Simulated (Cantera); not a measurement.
Input (Python, Cantera):

```python
import numpy as np
import cantera as ct

gas = ct.Solution("gri30.yaml")
gas.TPX = 398, 260000, {'CH4': 1, 'C2H6': 1, 'C3H8': 0.56, 'O2': 5.93, 'N2': 22.3, 'H2O': 1.8}
flame = ct.FreeFlame(gas, width=0.02)
flame.set_refine_criteria(ratio=3, slope=0.08, curve=0.16)
flame.transport_model = "mixture-averaged"
flame.solve(loglevel=0, auto=True)
flame.transport_model = "multicomponent"
flame.soret_enabled = False
flame.solve(loglevel=0, refine_grid=True)
z, T = flame.grid, flame.T
thick = (T[-1] - T[0]) / np.gradient(T, z).max()
show = ['CH4', 'C2H6', 'C3H8', 'CO', 'N2O', 'HCN']
print(f"laminar burning velocity  {flame.velocity[0] * 100:.3f} cm/s")
print(f"burnt temperature         {T[-1]:.1f} K")
print(f"thermal thickness         {thick * 1e3:.4f} mm")
print(f"grid points               {len(z)}")
z0 = z[flame.heat_release_rate.argmax()]
print(f"{'z/mm':>9s}{'T/K':>9s}{'u/(m/s)':>9s}" + "".join(f"{s:>11s}" for s in show))
rows = []
for k in (-3, -2, -1.5, -1, -0.5, -0.25, 0, 0.25, 0.5, 1, 2, 4, 8):
    zz = z0 + k * thick
    rows.append([k * thick, np.interp(zz, z, T), np.interp(zz, z, flame.velocity),
                 *(np.interp(zz, z, flame.X[gas.species_index(s)]) for s in show)])
    print(f"{rows[-1][0] * 1e3:9.3f}{rows[-1][1]:9.1f}{rows[-1][2]:9.3f}" + "".join(f"{x:11.3e}" for x in rows[-1][3:]))
```

Result:

```
laminar burning velocity  21.175 cm/s
burnt temperature         2003.4 K
thermal thickness         0.3505 mm
grid points               140
     z/mm      T/K  u/(m/s)        CH4       C2H6       C3H8         CO        N2O        HCN
   -1.052    398.3    0.212  3.059e-02  3.060e-02  1.714e-02  9.047e-06  6.110e-13  2.114e-10
   -0.701    401.8    0.215  3.041e-02  3.046e-02  1.707e-02  1.119e-04  1.171e-11  4.047e-09
   -0.526    419.0    0.226  3.000e-02  3.022e-02  1.696e-02  6.569e-04  1.003e-10  3.426e-08
   -0.351    530.8    0.290  2.825e-02  2.884e-02  1.648e-02  4.795e-03  1.187e-09  3.908e-07
   -0.175    979.1    0.554  2.179e-02  1.936e-02  1.156e-02  2.659e-02  1.017e-08  3.045e-06
   -0.088   1356.7    0.788  1.586e-02  7.997e-03  3.959e-03  5.009e-02  2.260e-08  6.469e-06
    0.000   1711.3    1.012  7.765e-03  5.925e-04  6.675e-05  7.351e-02  3.409e-08  1.226e-05
    0.088   1889.6    1.119  2.578e-03  2.202e-05  3.877e-08  8.014e-02  2.516e-08  1.978e-05
    0.175   1952.8    1.155  1.102e-03  3.188e-06  1.075e-09  7.935e-02  1.403e-08  2.399e-05
    0.351   1987.7    1.173  4.864e-04  3.694e-07  3.721e-11  7.688e-02  5.706e-09  2.508e-05
    0.701   2000.8    1.180  3.070e-04  5.738e-08  1.966e-12  7.529e-02  2.722e-09  2.329e-05
    1.402   2004.3    1.182  2.416e-04  1.516e-08  2.426e-13  7.488e-02  1.833e-09  2.067e-05
    2.804   2004.6    1.182  1.733e-04  5.499e-09  5.106e-14  7.508e-02  1.755e-09  1.710e-05
```

Detailed kinetics in Cantera: GRI-Mech 3.0 (53 species, 325 reactions). GRI-Mech 3.0 was tuned for natural gas; its chemistry of propane as a main component is partial and can be far from experiment. Burning velocities carry a grid error of a few per cent, more on coarse grids.
